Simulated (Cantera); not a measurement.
What does this Cantera script print?

```python
import numpy as np
import cantera as ct

gas_names = """
    CL CL2 H HCL H2 Si SiCL SiCL2 SiCL3 SiCL4 SiH SiHCL3 SiH2 SiH2CL2 SiH3 SiH3CL SiH4 Si2 Si3
""".split()
cond_names = """
    Si(cr) Si(L)
""".split()


# ... load() reads the species with a 1 bar reference pressure and builds the phases ...
atoms = {
    'SiCl4': {'Si': 1, 'CL': 4},
    'HCl': {'H': 1, 'CL': 1},
    'H2': {'H': 2},
}
top_T = {}  # K; cautious upper limits of use, not melting points


# ... equilibrate(T, P, feed) seeds the gas with the atoms and calls Mixture.equilibrate('TP', solver="vcs", rtol=1e-11, max_steps=5000) ...
results = []
feed = {'SiCl4': 1, 'HCl': 3, 'H2': 13}  # mol
P = 1000  # Pa
for T in [998, 1098, 1198, 1298, 1398, 1498, 1598, 1698, 1798]:
    mix = equilibrate(T, P, feed)
    results.append((T, P, feed, dict(zip(mix.species_names, mix.species_moles))))

top = {s: max(r[3][s] / sum(r[3][g] for g in gas_names) for r in results) for s in gas_names}
cols = sorted((s for s in top if top[s] > 1e-05), key=lambda s: -top[s])[:9]
seen = [c for c in cond_names if any(r[3].get(c, 0) > 1e-12 for r in results)]
print("log10 of partial pressures in bar; condensed amounts in mol")
print(f"{'T/K':>10s}" + "".join(f"{s[:9]:>10s}" for s in cols + seen))
for T, P, feed, n in results:
    ng = sum(n[g] for g in gas_names)
    print(f"{T:10.4g}" + "".join(f"{np.log10(max(n[s] / ng * P / 1e5, 1e-99)):10.3f}" for s in cols)
          + "".join(f"{n.get(c, 0):10.4g}" for c in seen))
```

Result:

```
log10 of partial pressures in bar; condensed amounts in mol
       T/K        H2       HCL     SiCL4     SiCL2     SiCL3    SiHCL3         H        CL      SiCL
       998    -2.118    -2.748    -3.246    -6.337    -5.486    -4.775    -9.726   -10.387   -15.025
      1098    -2.120    -2.737    -3.280    -4.977    -4.703    -4.501    -8.667    -9.331   -12.382
      1198    -2.131    -2.692    -3.413    -4.033    -4.196    -4.422    -7.787    -8.409   -10.408
      1298    -2.152    -2.623    -3.761    -3.550    -4.044    -4.636    -7.046    -7.590    -9.094
      1398    -2.167    -2.580    -4.319    -3.363    -4.156    -5.060    -6.408    -6.906    -8.175
      1498    -2.173    -2.565    -4.950    -3.300    -4.377    -5.545    -5.851    -6.338    -7.455
      1598    -2.175    -2.561    -5.551    -3.278    -4.611    -6.008    -5.361    -5.849    -6.847
      1698    -2.176    -2.559    -6.095    -3.268    -4.830    -6.427    -4.928    -5.420    -6.319
      1798    -2.177    -2.560    -6.584    -3.265    -5.029    -6.804    -4.542    -5.040    -5.854
```

Method: chemical equilibrium by Gibbs-energy minimisation in Cantera with the NASA 1993 tables (ideal gas, pure condensed phases). The tables' values for SiCl3, SiCl are old estimates; treat these amounts as uncertain.
